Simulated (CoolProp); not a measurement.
A closed Brayton cycle with carbon dioxide: compressor inlet 323.15 K and 7.5 MPa, high pressure 16 MPa, turbine inlet 835 K, compressor efficiency 0.89, turbine efficiency 0.9, recuperator effectiveness 0.9 (on enthalpy, no pinch check). Each further row changes one setting.

Model: reference Helmholtz-energy equation of state, Span 1996, in CoolProp.

```json
[
 {"case": "as stated", "thermal efficiency (%)": "32.3", "net work (kJ/kg)": "65.4", "compressor to turbine work": "0.36", "compressor exit (K)": "387.3", "turbine exit (K)": "743.6"},
 {"case": "turbine inlet 785 K", "thermal efficiency (%)": "30.8", "net work (kJ/kg)": "58.6", "compressor to turbine work": "0.39", "compressor exit (K)": "387.3", "turbine exit (K)": "…"},
 {"case": "compressor inlet 333.15 K", "thermal efficiency (%)": "…", "net work (kJ/kg)": "61.2", "compressor to turbine work": "0.40", "compressor exit (K)": "400.6", "turbine exit (K)": "743.6"},
 {"case": "high pressure 13.6 MPa", "thermal efficiency (%)": "30.2", "net work (kJ/kg)": "…", "compressor to turbine work": "0.35", "compressor exit (K)": "373.2", "turbine exit (K)": "…"},
 {"case": "recuperator effectiveness 0.5", "thermal efficiency (%)": "17.9", "net work (kJ/kg)": "65.4", "compressor to turbine work": "0.36", "compressor exit (K)": "387.3", "turbine exit (K)": "743.6"}
]
```

Task: What belongs in the gaps?

Result: 
- turbine inlet 785 K, turbine exit (K): 697.0
- compressor inlet 333.15 K, thermal efficiency (%): 31.7
- high pressure 13.6 MPa, net work (kJ/kg): 53.2
- high pressure 13.6 MPa, turbine exit (K): 762.8
